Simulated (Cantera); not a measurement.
CaCO3 + C + H2 (calcination and drying)

Charge: 1 mol CaCO3, 0.038 mol C, 8.7 mol H2, at 1.33 mbar.

Method: chemical equilibrium by Gibbs-energy minimisation in Cantera with the NASA 1993 tables (ideal gas, pure condensed phases). Candidate condensed phases: C, C6H6, C7H8, C8H18, Ca, CaCO3, CaO, Ca(OH)2, H2O; 115 gas species. Kinetics and transport are ignored.

```tsv
T (K)	x H2	x CO	x H2O	x CO2	x H	x CH4	n CaO(s)
748	0.829	0.0716	0.0645	0.0347	7.18e-12	0.000359	1.00
848	0.818	0.0830	0.0752	0.0236	4.71e-10	5.08e-6	1.00
948	0.811	0.0901	0.0823	0.0165	1.29e-8	1.73e-7	1.00
1048	0.807	0.0945	0.0867	0.0121	1.90e-7	1.11e-8	1.00
1148	0.804	0.0974	0.0896	0.00919	1.76e-6	1.15e-9	1.00
1248	0.802	0.0993	0.0915	0.00728	1.15e-5	1.71e-10	1.00
1348	0.801	0.101	0.0928	0.00596	5.67e-5	3.36e-11	1.00
1448	0.799	0.102	0.0938	0.00502	0.000226	8.32e-12	1.00
1548	0.798	0.102	0.0944	0.00434	0.000753	2.47e-12	1.000
1648	0.796	0.103	0.0949	0.00382	0.00218	<1e-12	1.000
1748	0.793	0.103	0.0951	0.00341	0.00557	<1e-12	1.000
1848	0.786	0.103	0.0950	0.00310	0.0129	<1e-12	0.999
1948	0.773	0.102	0.0945	0.00285	0.0272	<1e-12	0.997
```
x: gas mole fraction; n: condensed amount in mol.

From 748 K to 1948 K the condensed part is CaO(s).
